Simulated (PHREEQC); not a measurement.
0.1 mol of Ag2CO3 (Ag2CO3) is brought to equilibrium with 1 kg of water holding 0.066 mol LiCl, at 20 °C under several pressures of CO2. Oxygen is held at 0.21 atm. Solids allowed: Ag2CO3, Cerargyrite, Ag2O. Others were left out.

Computed with PHREEQC (ion-association model, wateq4f.dat).

### Question
Predict pH, dissolved Ag (mol/kgw), dissolved C (mol/kgw) at log pCO2 (atm) = -4.5, -2.5, -2, -1.

### Answer
```
log pCO2 (atm)     pH  dissolved Ag (mol/kgw)  dissolved C (mol/kgw)
--------------  -----  ----------------------  ---------------------
-4.5            10.34                 3.26e-5                 0.0400
-2.5             8.96                 7.50e-5                 0.0621
-2               8.50                0.000121                 0.0650
-1               7.52                0.000365                 0.0701
```

Complexes and solids missing from the database can't appear.
